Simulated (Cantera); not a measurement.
**Thermodynamics of silicon nitride deposition, feed SiHCl₃ + N₂**

Feed: 1 mol SiHCl₃, a varied amount of N₂, at 1025 °C and 5.25 Torr.

Equilibrium computed with Cantera from the NASA thermochemical tables; the gas is ideal and each condensed phase is pure. Candidate condensed phases: NH₄Cl, Si, Si₃N₄; 28 gas species. N₂ is the only nitrogen source here; it is nearly inert below about 1500 K, so the nitride shown seldom forms there in practice. The tables' values for SiCl₃ are old estimates; treat these amounts as uncertain. Equilibrium is a limit: real reactors are often held back by kinetics, nucleation or transport.

From 11 mol N₂ to 63 mol N₂ the condensed part is Si₃N₄(s). The main Si-bearing gas is SiCl₄ throughout. The share of Si in condensed phases is highest at 11 mol N₂ (41.9 %) and lowest at 63 mol N₂ (39.1 %).

```
n(N₂) (mol)  log p N₂  log p HCl  log p SiCl₄  log p SiCl₃  n Si₃N₄(s)
-----------  --------  ---------  -----------  -----------  ----------
11              -2.21      -3.29        -3.60        -4.39       0.140
14              -2.20      -3.38        -3.70        -4.47       0.139
17              -2.19      -3.46        -3.79        -4.53       0.139
20              -2.19      -3.52        -3.86        -4.59       0.138
24              -2.18      -3.59        -3.94        -4.65       0.137
29              -2.18      -3.67        -4.03        -4.71       0.136
36              -2.17      -3.76        -4.13        -4.79       0.135
43              -2.17      -3.83        -4.21        -4.85       0.134
52              -2.17      -3.91        -4.30        -4.92       0.132
63              -2.17      -3.99        -4.39        -4.99       0.130
```
log p: log10 of the partial pressure in bar; n: condensed amount in mol.
